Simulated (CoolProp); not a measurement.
Aqueous ethylene glycol as a coolant, 47 % by mass, freezing at -32.0 °C, 1 atm.

Values from CoolProp's Melinder's fits for secondary coolants.

| T (°C) | conductivity (W/(m K)) | density (kg/m³) | cp (kJ/(kg K)) | Prandtl number |
|---|---|---|---|---|
| -9.5 | (withheld) | 1074 | 3.222 | 95.1 |
| -3.4 | 0.384 | 1072 | 3.254 | 71.1 |
| 2.6 | 0.388 | 1069 | 3.286 | 54.7 |
| 8.6 | 0.392 | 1067 | 3.317 | (withheld) |
| 14.6 | 0.396 | (withheld) | 3.348 | 34.5 |
| 20.6 | 0.400 | (withheld) | 3.377 | (withheld) |
| 26.6 | (withheld) | 1058 | 3.406 | 23.4 |
| 32.6 | 0.408 | 1054 | 3.435 | 19.8 |

Q: What belongs in the gaps?

A: 
- -9.5, conductivity (W/(m K)): 0.380
- 8.6, Prandtl number: 43.0
- 14.6, density (kg/m³): 1064
- 20.6, density (kg/m³): 1061
- 20.6, Prandtl number: 28.2
- 26.6, conductivity (W/(m K)): 0.404
